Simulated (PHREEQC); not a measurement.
Consider water at 70 °C with 5.2 mmol/kgw ZnSO4, 3.1 mmol/kgw NaCl and 0.034 mmol/kgw FeSO4. Closed to the air; pH follows from the charge balance.

All values are PHREEQC results (ion-association model, phreeqc.dat), not measurements.

No solid was allowed to form.

Task: Order these S species by the share of S that they hold, largest first: FeSO4, Zn(SO4)2-2, SO4-2, ZnSO4, NaSO4-.

Result: SO4-2 (71 %), ZnSO4 (27 %), Zn(SO4)2-2 (1.2 %), NaSO4- (0.79 %), FeSO4 (0.20 %)

The pH is 5.28 and the ionic strength 0.0180 mol/kgw. Complexes and solids missing from the database can't appear. At this temperature some constants are extrapolated from 25 °C, and those without enthalpy data are left unchanged.
